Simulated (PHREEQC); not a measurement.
Dissolve 0.34 mol KOH and 5e-05 mol NaAlO2 per kg of water at 25 °C. Closed to the air; pH follows from the charge balance.

Equilibrium calculation in PHREEQC: ion-association model, phreeqc.dat.

```csv
quantity,before,after
pH,13.35,13.09
SI of Gibbsite (Al(OH)3),-3.25,-3.26
```

What was changed between the two runs?
A) diluted 2-fold with water
B) temperature from 25 to 45 °C
C) NaAlO2 from 5e-05 to 1e-05 mol/kgw
D) NaAlO2 from 5e-05 to 7.5e-05 mol/kgw
E) temperature from 25 to 75 °C

A, diluted 2-fold with water

Precipitation was switched off in this run.
